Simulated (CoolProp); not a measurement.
Computed with CoolProp (reference Helmholtz-energy equation of state, Pan 2012).

Question: Give the vapour pressure (kPa), liquid cp (kJ/(kg K)), liquid viscosity (µPa s) of saturated R236FA at 328.3 K.

Answer: 
```tsv
T (K)	p (kPa)	liquid cp (kJ/(kg K))	liquid viscosity (µPa s)
328.3	671	1.32	197
```

Viscosity comes from a separate model (Huber 2003), an estimate that may be off by 10 % or more.
